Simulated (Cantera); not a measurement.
What does this Cantera script print?

```python
import numpy as np
import cantera as ct

gas_names = """
    H HO2 H2 H2O H2O2 O OH O2 O3 Si SiH SiH2 SiH3 SiH4 SiO SiO2 Si2 Si3
""".split()
cond_names = """
    H2O(s) H2O(L) Si(cr) Si(L) SiO2(Lqz) SiO2(hqz) SiO2(L)
""".split()


# ... load() reads the species with a 1 bar reference pressure and builds the phases ...
atoms = {
    'Si': {'Si': 1},
    'H2O': {'H': 2, 'O': 1},
    'H2': {'H': 2},
    'O2': {'O': 2},
}
top_T = {}  # K; cautious upper limits of use, not melting points


# ... equilibrate(T, P, feed) seeds the gas with the atoms and calls Mixture.equilibrate('TP', solver="vcs", rtol=1e-11, max_steps=5000) ...
results = []
feed = {'Si': 1, 'H2O': 0.14, 'H2': 68, 'O2': 0.063}  # mol
P = 0.27  # Pa
for T in [925, 975, 1025, 1075, 1125, 1175, 1225, 1275, 1325, 1375]:
    mix = equilibrate(T, P, feed)
    results.append((T, P, feed, dict(zip(mix.species_names, mix.species_moles))))

top = {s: max(r[3][s] / sum(r[3][g] for g in gas_names) for r in results) for s in gas_names}
cols = sorted((s for s in top if top[s] > 1e-06), key=lambda s: -top[s])[:5]
seen = [c for c in cond_names if any(r[3].get(c, 0) > 1e-12 for r in results)]
print("log10 of partial pressures in bar; condensed amounts in mol")
print(f"{'T/K':>10s}" + "".join(f"{s[:9]:>10s}" for s in cols + seen))
for T, P, feed, n in results:
    ng = sum(n[g] for g in gas_names)
    print(f"{T:10.4g}" + "".join(f"{np.log10(max(n[s] / ng * P / 1e5, 1e-99)):10.3f}" for s in cols)
          + "".join(f"{n.get(c, 0):10.4g}" for c in seen))
```

It prints:

```
log10 of partial pressures in bar; condensed amounts in mol
       T/K        H2       SiO         H        Si       SiH    Si(cr) SiO2(hqz)
       925    -5.569   -10.756   -12.369   -17.649   -18.268    0.8668    0.1328
       975    -5.569    -9.749   -11.726   -16.351   -17.191    0.8647    0.1307
      1025    -5.569    -8.841   -11.145   -15.181   -16.220    0.8488    0.1148
      1075    -5.570    -8.020   -10.619   -14.120   -15.341     0.746   0.01197
      1125    -5.570    -7.979   -10.137   -13.154   -14.541     0.734         0
      1175    -5.570    -7.979    -9.697   -12.271   -13.809     0.734         0
      1225    -5.570    -7.979    -9.292   -11.461   -13.138    0.7339         0
      1275    -5.571    -7.979    -8.918   -10.715   -12.521    0.7335         0
      1325    -5.571    -7.979    -8.572   -10.025   -11.950    0.7316         0
      1375    -5.571    -7.979    -8.251    -9.387   -11.422    0.7235         0
```

These are equilibrium values from Cantera (NASA tables, ideal gas, pure condensed phases), not measurements of a reactor. Mutual solubility and eutectic melting of coexisting phases are not modelled.
